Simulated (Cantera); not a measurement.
Input: 1 mol SiHCl3, 0.2 mol Cl2, 51 mol N2, held at 0.133 bar.

Cantera equilibrium calculation (NASA polynomials, part measured and part estimated; ideal gas, pure solids and liquids). Candidate condensed phases: NH4Cl, Si, Si3N4; 28 gas species. N2 is the only nitrogen source here; it is nearly inert below about 1500 K, so the nitride shown seldom forms there in practice. Equilibrium is a limit: real reactors are often held back by kinetics, nucleation or transport.

Q: What share of the Si ends up in condensed phases as a function of T (°C), at 1127, 1152, 1177, 1202, 1227, 1252, 1277, 1302, 1327, 1352, 1377, 1402, 1427, 1452?

A: 
```json
[
 {"T (°C)": "1127", "Si condensed (%)": "31.4", "as": "Si3N4(s)"},
 {"T (°C)": "1152", "Si condensed (%)": "28.9", "as": "Si3N4(s)"},
 {"T (°C)": "1177", "Si condensed (%)": "25.7", "as": "Si3N4(s)"},
 {"T (°C)": "1202", "Si condensed (%)": "21.7", "as": "Si3N4(s)"},
 {"T (°C)": "1227", "Si condensed (%)": "17.0", "as": "Si3N4(s)"},
 {"T (°C)": "1252", "Si condensed (%)": "11.6", "as": "Si3N4(s)"},
 {"T (°C)": "1277", "Si condensed (%)": "5.8", "as": "Si3N4(s)"},
 {"T (°C)": "1302", "Si condensed (%)": "0.0", "as": "-"},
 {"T (°C)": "1327", "Si condensed (%)": "0.0", "as": "-"},
 {"T (°C)": "1352", "Si condensed (%)": "0.0", "as": "-"},
 {"T (°C)": "1377", "Si condensed (%)": "0.0", "as": "-"},
 {"T (°C)": "1402", "Si condensed (%)": "0.0", "as": "-"},
 {"T (°C)": "1427", "Si condensed (%)": "0.0", "as": "-"},
 {"T (°C)": "1452", "Si condensed (%)": "0.0", "as": "-"}
]
```
